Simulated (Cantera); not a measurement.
## Equilibrium for silicon etching in halogen gases: Si + Cl₂

Input: 1 mol Si, 5.3 mol Cl₂, equilibrated at 848 K and 75.0 Torr.

These are equilibrium values from Cantera (NASA tables, ideal gas, pure condensed phases), not measurements of a reactor. Candidate condensed phases: Si; 9 gas species. The numbers say what is thermodynamically allowed, not how fast it happens.

x(Cl₂): 0.767
x(SiCl₄): 0.233
x(Cl): 7.42e-5
gas amount: 4.300 mol
log10 activity of Si(s) (absent): -33.31
